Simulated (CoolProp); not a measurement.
Vapour-liquid equilibrium of methanol (1) + dimethyl carbonate (2) at 395 K; x and y are mole fractions of (1).

Computed with CoolProp (multi-fluid Helmholtz-energy mixture model, de Reuck 1993 and Zhou 2011; pair parameters Bell 2016).

### Question
Give the bubble pressure and the first vapour's composition at x = 0.35, 0.75, 0.85. Is there an azeotrope?

### Answer
x = 0.35: 5.206 bar, y = 0.622; x = 0.75: 6.460 bar, y = 0.825; x = 0.85: 6.634 bar, y = 0.881. No azeotrope shows between x = 0.05 and 0.95.

Pair parameters are fitted to limited data, so mixtures are less certain than the pure fluids.
